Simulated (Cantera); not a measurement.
A closed system holds: 1 mol Ti(OiPr)4, 0.09 mol C3H8, at 1075 K and 1.33 mbar.

Equilibrium computed with Cantera from the NASA thermochemical tables; the gas is ideal and each condensed phase is pure. Candidate condensed phases: C, C6H6, C7H8, C8H18, H2O, Ti, TiC, TiO, TiO2, Ti2O3, Ti3O5, Ti4O7; 113 gas species. The feed counts by its element totals alone. Equilibrium is a limit: real reactors are often held back by kinetics, nucleation or transport.

**Question.** What is the equilibrium state?

**Answer.** 
```
Item                                     Value
-----------------------------------  ---------
x(H2)                                    0.860
x(CO)                                    0.140
x(CH4)                                 4.45e-5
x(H2O)                                 2.03e-5
x(CO2)                                 3.54e-6
n(C(graphite))                        9.94 mol
n(Ti3O5(s))                          0.333 mol
gas amount                           16.69 mol
log10 activity of Ti4O7(s) (absent)      -0.02
log10 activity of Ti2O3(s) (absent)      -0.14
log10 activity of Ti(α) (absent)         -9.09
```
